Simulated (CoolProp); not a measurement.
Model: reference Helmholtz-energy equation of state, Smukala 2000, in CoolProp.

Q: Give the vapour pressure (MPa), liquid cp (kJ/(kg K)), vapour Z, surface tension (mN/m) of saturated ethylene at -75.15 °C.

A: 
| T (°C) | p (MPa) | liquid cp (kJ/(kg K)) | vapour Z | surface tension (mN/m) |
|---|---|---|---|---|
| -75.15 | 0.419 | 2.52 | 0.910 | 11.6 |

Surface tension comes from a separate correlation (Mulero 2012).
